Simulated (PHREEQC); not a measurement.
Synthetic water in mg/L, 2.2 °C, pH 6.84, pe 11.7:

```csv
constituent,mg/L
Na,2180
K,19
Ca,873
Mg,314
Cl,4590
S(6) as SO4,1610
Alkalinity as HCO3,0.00902
Li,0.329
```

Valence states are taken as typed.

The numbers come from PHREEQC with the ion-association model, phreeqc.dat.

This is a speciation only: nothing precipitates in the calculation.

### Question
Predict the ionic strength, specific conductance.

### Answer
ionic strength 0.196 mol/kgw; specific conductance 8060 µS/cm.

### Question
In which forms is C present?

### Answer
HCO3- 67 %, CO2 25 %, MgHCO3+ 3.2 %, CaHCO3+ 3.0 %, NaHCO3 2.2 % of the C.

Species that the database lacks are ignored. Away from 25 °C the constants follow the database's enthalpies or fits; those with neither stay at their 25 °C values.
